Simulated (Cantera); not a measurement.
A closed system holds: 1 mol Ti, 0.22 mol CH4, 33 mol H2, at 1325 K and 12.0 Pa.

Equilibrium computed with Cantera from the NASA thermochemical tables; the gas is ideal and each condensed phase is pure. Candidate condensed phases: C, C6H6, C7H8, C8H18, Ti, TiC; 77 gas species. Mutual solubility and eutectic melting of coexisting phases are not modelled. TiC: taken at fixed stoichiometry. Condensed phases not in the tables: N, O or C dissolved in the metal. Kinetics and transport are ignored.

Problem. What is the equilibrium state?

Solution. 
```json
{
 "x(H2)": "1.000",
 "x(H)": "0.000149",
 "n(Ti(β))": "0.780 mol",
 "n(TiC(s))": "0.220 mol",
 "gas_amount": "33.44 mol",
 "log10 activity of C(graphite) (absent)": "-6.64"
}
```
